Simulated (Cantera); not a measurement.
Input: 1 mol MgSO4, 0.22 mol H2, at 1 atm.

These are equilibrium values from Cantera (NASA tables, ideal gas, pure condensed phases), not measurements of a reactor. Candidate condensed phases: H2O, H2SO4, Mg, MgO, Mg(OH)2, MgS, MgSO4, S; 26 gas species. Equilibrium is a limit: real reactors are often held back by kinetics, nucleation or transport. All values below are at 1277 °C.

Base state: SO2 0.615, O2 0.239, H2O 0.137, SO3 0.00883, OH 0.000144 (mole fractions); condensed: MgO(s).

Problem. What changes in the equilibrium state with this change: H2 from 0.22 to 0.064 mol?

Solution. 
```json
[
 {"species": "SO2", "before": "0.615", "after": "0.646"},
 {"species": "O2", "before": "0.239", "after": "0.302"},
 {"species": "H2O", "before": "0.137", "after": "0.0419"},
 {"species": "SO3", "before": "0.00883", "after": "0.0104"},
 {"species": "OH", "before": "0.000144", "after": "8.43e-5"},
 {"species": "MgO(s), mol", "before": "1.00", "after": "1.00"}
]
```
